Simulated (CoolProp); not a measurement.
The fluid at 293.15 K and 0.374 MPa flows at 0.13 m/s in a round tube of 2 mm bore and 45 µm roughness, fully developed (64/Re and Nu = 3.66 if laminar; Colebrook and Gnielinski if turbulent). The same conditions are run with several fluids, on thermodynamics alone (safety and materials aside).

Computed with CoolProp (reference Helmholtz-energy equation of state of each fluid (R125: Lemmon 2005; dry air: Lemmon 2000; methane: Setzmann 1991; R507A: Lemmon 2003; R404A: Lemmon 2003)). Blends and air are pseudo-pure fits.

Q: Rank R125, dry air, methane, R507A, R404A by Reynolds number, highest first.

A: R125 (400), R507A (352), R404A (346), dry air (63.4), methane (58.2)

```json
[
 {"fluid": "R125", "Darcy friction factor": "0.160", "pressure drop (Pa/m)": "13.3", "heat-transfer coefficient (W/(m² K))": "25.1", "mass flow (kg/h)": "0.0289"},
 {"fluid": "dry air", "Darcy friction factor": "1.01", "pressure drop (Pa/m)": "19.0", "heat-transfer coefficient (W/(m² K))": "47.5", "mass flow (kg/h)": "0.00654"},
 {"fluid": "methane", "Darcy friction factor": "1.10", "pressure drop (Pa/m)": "11.5", "heat-transfer coefficient (W/(m² K))": "61.5", "mass flow (kg/h)": "0.00364"},
 {"fluid": "R507A", "Darcy friction factor": "0.182", "pressure drop (Pa/m)": "12.5", "heat-transfer coefficient (W/(m² K))": "24.6", "mass flow (kg/h)": "0.0239"},
 {"fluid": "R404A", "Darcy friction factor": "0.185", "pressure drop (Pa/m)": "12.6", "heat-transfer coefficient (W/(m² K))": "24.7", "mass flow (kg/h)": "0.0236"}
]
```

Transport values come from each fluid's own correlations.
